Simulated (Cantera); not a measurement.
A perfectly stirred reactor is fed with NH3 : H2 = 1 : 0.14 (molar parts), at 82.5 Torr; it is held at 2248 K, and followed from long to short residence time.

Computed with Cantera and the gas-phase N/H chemistry of the illustrative SiF4/NH3 mechanism in the Surface Chemkin manual (1991). Walls and surfaces, which speed up NH3 decomposition in real reactors, are not modelled.

**Question.** What does this change do: temperature 2248 to 1625 K?

**Answer.** 
| quantity | before | after |
|---|---|---|
| x(NH3) at τ = 0.350 s | 0.0432 | 0.860 |
| x(H2) at τ = 0.350 s | 0.732 | 0.135 |
| x(NH) at τ = 0.350 s | 3.39e-5 | 6.10e-7 |
| x(H) at τ = 0.350 s | 0.00244 | 9.39e-6 |
| x(N2H2) at τ = 0.350 s | 5.90e-7 | 1.26e-6 |
| x(NH3) at τ = 26.0 ms | 0.376 | 0.876 |
| x(H2) at τ = 26.0 ms | 0.489 | 0.124 |
| x(NH) at τ = 26.0 ms | 6.29e-5 | 4.53e-7 |
| x(H) at τ = 26.0 ms | 0.000800 | 7.30e-6 |
| x(N2H2) at τ = 26.0 ms | 6.80e-6 | 9.34e-7 |
